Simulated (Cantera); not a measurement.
A closed system holds: 1 mol CH₃F, held at 2100 K and 2100 Pa.

Method: chemical equilibrium by Gibbs-energy minimisation in Cantera with the NASA 1993 tables (ideal gas, pure condensed phases). Candidate condensed phases: C, C₆H₆, C₇H₈, C₈H₁₈; 95 gas species. Rates play no part.

Base state: HF 0.496, H₂ 0.488, H 0.0150, C₂H₂ (acetylene) 0.000705 (mole fractions); condensed: C(graphite).

Task: What changes in the equilibrium state with this change: temperature from 2100 K to 748.15 K?

Result: 
```json
[
 {"species": "HF", "before": "0.496", "after": "0.508"},
 {"species": "H₂", "before": "0.488", "after": "0.476"},
 {"species": "CH₄", "before": "1.65e-6", "after": "0.0157"},
 {"species": "H", "before": "0.0150", "after": "<1e-9"},
 {"species": "C₂H₂ (acetylene)", "before": "0.000705", "after": "<1e-9"},
 {"species": "C(graphite), mol", "before": "0.997", "after": "0.969"}
]
```

Task: What changes in the equilibrium state with this change: CH₃F replaced by CH₃Cl?

Result: 
| species | before | after |
|---|---|---|
| H₂ | 0.488 | 0.491 |
| HCl | 0 | 0.483 |
| H | 0.0150 | 0.0151 |
| HF | 0.496 | 0 |
| Cl | 0 | 0.0109 |
| C₂H₂ (acetylene) | 0.000705 | 0.000709 |
| C(graphite), mol | 0.997 | 0.997 |
